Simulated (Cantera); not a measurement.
What does this Cantera script print?

```python
import numpy as np
import cantera as ct

gas = ct.Solution("gri30.yaml")


def delay(T, t_max=10):
    gas.TPX = T, 490000, {'H2': 1, 'O2': 0.685, 'N2': 2.58, 'NO': 0.021}
    reactor = ct.IdealGasConstPressureReactor(gas, clone=False)
    net = ct.ReactorNet([reactor])
    net.rtol, net.atol = 1e-8, 1e-16
    while net.time < t_max:
        t_old, T_old = net.time, reactor.T
        net.step()
        if reactor.T > T + 400:  # ignition: a rise of 400 K
            return t_old + (T + 400 - T_old) / (reactor.T - T_old) * (net.time - t_old)
    return np.nan


taus = []
for T in [1175, 1250, 1325, 1400, 1475, 1550, 1625]:
    taus.append(delay(T))
    print(f"T0 = {T:6g} K   tau = {taus[-1]:.4e} s")
```

Output:

```
T0 =   1175 K   tau = 1.5051e-05 s
T0 =   1250 K   tau = 8.7829e-06 s
T0 =   1325 K   tau = 5.8010e-06 s
T0 =   1400 K   tau = 4.1864e-06 s
T0 =   1475 K   tau = 3.2221e-06 s
T0 =   1550 K   tau = 2.6090e-06 s
T0 =   1625 K   tau = 2.2061e-06 s
```

Computed with Cantera and GRI-Mech 3.0 (53 species, 325 reactions). The hydrogen kinetics of GRI-Mech 3.0 are dated; newer H2 mechanisms differ, most at raised pressure. The mechanism lacks 2 NO + O2 → 2 NO2 and HONO, so NO2 and the effect of NO are under-described below about 1400 K. Where the delays flatten at high temperature, the 400 K rule measures the pace of heat release, not the induction time.
